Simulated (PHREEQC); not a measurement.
2.3 g of hydrous ferric oxide (600 m²/g; 0.2 weak and 0.005 strong sites per Fe, Dzombak-Morel constants, diffuse double layer) in 1 kg of water with 0.001 mol/kgw of an inert sodium salt and 0.0056 mmol/kgw MgCl2 and 0.039 mmol/kgw PbCl2, at 25 °C; the pH is set by adding NaOH or the inert anion's acid. Oxygen alone is held at its pressure in air (log pO2 = -0.68). No CO2 enters from the air. Precipitation was switched off in this run.

The series has 13 steps of pH, from 4 to 10.

Equilibrium calculation in PHREEQC: ion-association model, wateq4f.dat.

Task: Near which pH is half of the Mg sorbed, and on which side is more sorbed?

Result: Near pH 7.6, with more sorbed at higher pH.
